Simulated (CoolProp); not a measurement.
Vapour-liquid equilibrium of R141b (1) + n-pentane (2) at 0.0193 MPa; x and y are mole fractions of (1).

Computed with CoolProp (multi-fluid Helmholtz-energy mixture model, Lemmon 2006 and Thol 2019; pair parameters Bell 2016).

### Question
Give the bubble temperature and the first vapour's composition at x = 0.5, 0.8, 0.875. Is there an azeotrope?

### Answer
x = 0.5: 263.8 K, y = 0.526; x = 0.8: 264.1 K, y = 0.770; x = 0.875: 264.4 K, y = 0.847. y crosses x between x = 0.575 and 0.65: the model has an azeotrope there.

The pair parameters rest on a limited set of measurements; away from them the model extrapolates.
